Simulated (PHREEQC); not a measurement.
Make-up at 65 °C: 0.015 mol/kgw ZnSO4 and 7.3e-05 mol/kgw NaOH. Closed to the air; pH follows from the charge balance.

Computed with PHREEQC (ion-association model, wateq4f.dat).

```tsv
quantity	before	after
pH	5.95	5.94
ionic strength (mol/kgw)	0.0360	0.000578
```

Name the change that produced these shifts.
A) ZnSO4 replaced by KHSO4 at the same molality
B) ZnSO4 replaced by Zn(NO3)2 at the same molality
C) temperature from 65 to 50 °C
D) diluted 100-fold with water
E) diluted 2-fold with water

D, diluted 100-fold with water

This is a speciation only: nothing precipitates in the calculation. Some of these states are supersaturated (in Zincite(c) (slow to form), for instance). At this temperature some constants are extrapolated from 25 °C, and those without enthalpy data are left unchanged.
